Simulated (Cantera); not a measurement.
A perfectly stirred reactor is fed with CH4 : N2 = 1 : 140 (molar parts), at 100.0 Torr; it is held at 1425 K, and followed from long to short residence time.

Detailed kinetics in Cantera: GRI-Mech 3.0 (53 species, 325 reactions). GRI-Mech 3.0 stops at C3 and has no aromatics, soot or wall deposition, so with more carbon than oxygen in the feed, carbon stays in small species such as C2H2 where larger ones or solid carbon would form.

x: mole fraction; the columns are a selection and need not sum to one.

| τ (s) | x CH4 | x HCN | x CH3 | x H2 | x C2H2 | x H |
|---|---|---|---|---|---|---|
| 0.88 | 0.00663 | 5.15e-10 | 2.37e-5 | 0.000563 | 0.000124 | 1.38e-7 |
| 0.56 | 0.00682 | 1.74e-10 | 2.24e-5 | 0.000306 | 5.37e-5 | 8.32e-8 |
| 0.35 | 0.00695 | 4.45e-11 | 1.93e-5 | 0.000139 | 1.74e-5 | 4.41e-8 |
| 0.22 | 0.00703 | 1.01e-11 | 1.53e-5 | 5.69e-5 | 4.50e-6 | 2.27e-8 |
| 0.14 | 0.00706 | 2.51e-12 | 1.14e-5 | 2.30e-5 | 1.01e-6 | 1.26e-8 |
| 0.089 | 0.00708 | <1e-12 | 8.13e-6 | 9.77e-6 | 2.04e-7 | 7.88e-9 |
| 0.057 | 0.00708 | <1e-12 | 5.64e-6 | 4.67e-6 | 3.94e-8 | 5.71e-9 |
| 0.036 | 0.00709 | <1e-12 | 3.77e-6 | 2.45e-6 | 6.89e-9 | 4.68e-9 |
| 0.023 | 0.00709 | <1e-12 | ? | ? | ? | 4.22e-9 |
| 0.014 | 0.00709 | <1e-12 | 1.56e-6 | 8.24e-7 | 1.73e-10 | 4.00e-9 |
| 0.0091 | 0.00709 | <1e-12 | ? | ? | 3.13e-11 | 3.92e-9 |

Problem. Complete the blanks.

Solution. 
- 0.023, x CH3: 2.50e-6
- 0.023, x H2: 1.42e-6
- 0.023, x C2H2: 1.22e-9
- 0.0091, x CH3: 1.03e-6
- 0.0091, x H2: 5.25e-7
